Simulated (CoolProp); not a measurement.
Computed with CoolProp (reference Helmholtz-energy equation of state, Lemmon 2006). It is a short technical equation, of lower accuracy than the large ones.

Question: For isopentane, give the phase and the Z, cv (kJ/(kg K)), speed of sound (m/s) at 484 K and 585 kPa; 492 K and 585 kPa.

Answer: 
- 484 K and 585 kPa: gas; Z 0.948, cv 2.38, speed of sound 230
- 492 K and 585 kPa: gas; Z 0.951, cv 2.41, speed of sound 233
